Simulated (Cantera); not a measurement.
What does this Cantera script print?

```python
import numpy as np
import cantera as ct

gas_names = """
    H H2 N NH NH2 NH3 N2 N2H2 N2H4 Si SiH SiH2 SiH3 SiH4 SiN Si2 Si2N Si3
""".split()
cond_names = """
    Si(cr) Si(L) Si3N4(a)
""".split()


# ... load() reads the species with a 1 bar reference pressure and builds the phases ...
atoms = {
    'Si3N4': {'Si': 3, 'N': 4},
    'H2': {'H': 2},
}
top_T = {'Si3N4(a)': 2400}  # K; cautious upper limits of use, not melting points


# ... equilibrate(T, P, feed) seeds the gas with the atoms and calls Mixture.equilibrate('TP', solver="vcs", rtol=1e-11, max_steps=5000) ...
results = []
feed = {'Si3N4': 1, 'H2': 0.014}  # mol
T = 2298.15  # K
P = 4.6  # Pa
mix = equilibrate(T, P, feed)
results.append((T, P, feed, dict(zip(mix.species_names, mix.species_moles))))
print(gas.report(threshold=1e-06))
for i in range(1, mix.n_phases):
    print(f"{mix.phase(i).name:16s} {mix.phase_moles(i):12.5e} mol")
```

It prints:

```
       temperature   2298.2 K
          pressure   4.6 Pa
           density   6.7218e-06 kg/m^3
  mean mol. weight   27.922 kg/kmol
   phase of matter   gas

                          1 kg             1 kmol
                     ---------------   ---------------
          enthalpy        1.1538e+07        3.2215e+08  J
   internal energy        1.0853e+07        3.0304e+08  J
           entropy             11404        3.1842e+05  J/K
    Gibbs function       -1.4671e+07       -4.0963e+08  J
 heat capacity c_p            998.04             27867  J/K
 heat capacity c_v            700.26             19552  J/K

                      mass frac. Y      mole frac. X     chem. pot. / RT
                     ---------------   ---------------   ---------------
                 H        0.00019983         0.0055354           -20.502
                H2        1.1077e-06        1.5341e-05           -41.004
                 N         1.786e-06        3.5603e-06           -19.164
                N2           0.39913           0.39781           -38.327
                Si            0.5994           0.59592           -10.167
               SiH        6.0785e-06        5.8338e-06           -30.669
               SiN        0.00053958        0.00035793           -29.331
               Si2        0.00068973        0.00034286           -20.334
              Si2N        2.7532e-05        1.0954e-05           -39.498
               Si3         5.794e-06        1.9201e-06           -30.501
     [   +8 minor]        3.4182e-10         4.223e-10

Si(L)             0.00000e+00 mol
Si3N4(a)          0.00000e+00 mol
```

Equilibrium computed with Cantera from the NASA thermochemical tables; the gas is ideal and each condensed phase is pure. The tables' values for SiN are old estimates; treat these amounts as uncertain.
